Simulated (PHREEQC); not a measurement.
Make-up at 42 °C: 42 mmol/kgw NaOH and 1.9 mmol/kgw NaAlO2. Closed to the air; pH follows from the charge balance.

All values are PHREEQC results (ion-association model, phreeqc.dat), not measurements.

Each row changes one thing in this solution. This is a speciation only: nothing precipitates in the calculation.

```csv
case,pH,ionic strength (mol/kgw),Al(OH)3 (mol/kgw),SI of Gibbsite (Al(OH)3)
as made,12.01,0.0439,5.89e-10,-1.02
NaAlO2 from 0.0019 to 0.019 mol/kgw,12.00,0.0610,5.88e-9,-0.02
NaOH left out,8.16,0.00190,4.88e-6,+2.89
temperature from 42 to 15 °C,12.88,0.0439,1.21e-10,-0.63
NaOH from 0.042 to 0.063 mol/kgw,12.17,0.0649,3.92e-10,-1.20
```

Some of these states are supersaturated (in Al(OH)3(a), Gibbsite (slow to form), for instance). Away from 25 °C the constants follow the database's enthalpies or fits; those with neither stay at their 25 °C values.
